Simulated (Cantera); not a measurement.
Cantera run:

```python
import numpy as np
import cantera as ct

gas_names = [...]  # 113 gases of nasa_gas.yaml made of C, H, O, Pb
cond_names = """
    C(gr) C6H6(L) C7H8(L) C8H18(L),n-octa H2O(s) H2O(L) Pb(cr) Pb(L) PbO(rd) PbO(yw) PbO(L) PbO2(s)
    Pb3O4(s)
""".split()


# ... load() reads the species with a 1 bar reference pressure and builds the phases ...
atoms = {
    'PbO': {'Pb': 1, 'O': 1},
    'CH4': {'C': 1, 'H': 4},
    'H2': {'H': 2},
}
top_T = {'C(gr)': 4500, 'Pb3O4(s)': 820}  # K; cautious upper limits of use, not melting points


# ... equilibrate(T, P, feed) seeds the gas with the atoms and calls Mixture.equilibrate('TP', solver="vcs", rtol=1e-11, max_steps=5000) ...
results = []
feed = {'PbO': 1, 'CH4': 1.5, 'H2': 16}  # mol
P = 310  # Pa
for T in [1325, 1525, 1725, 1925, 2125, 2325, 2525]:
    mix = equilibrate(T, P, feed)
    results.append((T, P, feed, dict(zip(mix.species_names, mix.species_moles))))

top = {s: max(r[3][s] / sum(r[3][g] for g in gas_names) for r in results) for s in gas_names}
cols = sorted((s for s in top if top[s] > 0.001), key=lambda s: -top[s])[:6]
seen = [c for c in cond_names if any(r[3].get(c, 0) > 1e-12 for r in results)]
print("log10 of partial pressures in bar; condensed amounts in mol")
print(f"{'T/K':>10s}" + "".join(f"{s[:9]:>10s}" for s in cols + seen))
for T, P, feed, n in results:
    ng = sum(n[g] for g in gas_names)
    print(f"{T:10.4g}" + "".join(f"{np.log10(max(n[s] / ng * P / 1e5, 1e-99)):10.3f}" for s in cols)
          + "".join(f"{n.get(c, 0):10.4g}" for c in seen))
```

Result:

```
log10 of partial pressures in bar; condensed amounts in mol
       T/K        H2         H        Pb        CO C2H2,acet     C(gr)
      1325    -2.552    -7.062    -3.831    -3.831    -8.622    0.4996
      1525    -2.552    -5.902    -3.831    -3.831    -7.470    0.4994
      1725    -2.554    -5.008    -3.832    -3.832    -6.589    0.4964
      1925    -2.560    -4.299    -3.834    -3.834    -5.899    0.4827
      2125    -2.581    -3.731    -3.844    -3.844    -5.357    0.4383
      2325    -2.640    -3.278    -3.869    -3.869    -4.951    0.3307
      2525    -2.773    -2.939    -3.920    -3.920    -4.694    0.1203
```

Method: chemical equilibrium by Gibbs-energy minimisation in Cantera with the NASA 1993 tables (ideal gas, pure condensed phases).
